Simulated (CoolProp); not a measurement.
A simple Rankine cycle with cyclopentane: condensing at 300.15 K, boiler at 1.6 MPa, turbine inlet 480.9 K, turbine efficiency 0.9, pump efficiency 0.8, no recuperator. Each further row changes one setting.

Values from CoolProp's reference Helmholtz-energy equation of state, Gedanitz 2015.

| case | thermal efficiency (%) | net work (kJ/kg) | heat in (kJ/kg) | turbine exit temperature (K) | volume ratio over the turbine |
|---|---|---|---|---|---|
| as stated | 22.2 | 149 | 669 | 381.8 | 33.2 |
| turbine inlet 500.9 K | 22.1 | 158 | 715 | 403.8 | 32.8 |
| condensing temperature 292.15 K | 23.6 | 161 | 684 | 373.7 | 44.9 |
| boiler pressure 1.12 MPa | 20.4 | 139 | 681 | 394.7 | 22.5 |
| turbine efficiency 0.8 | 19.7 | 132 | 669 | 392.0 | 34.1 |
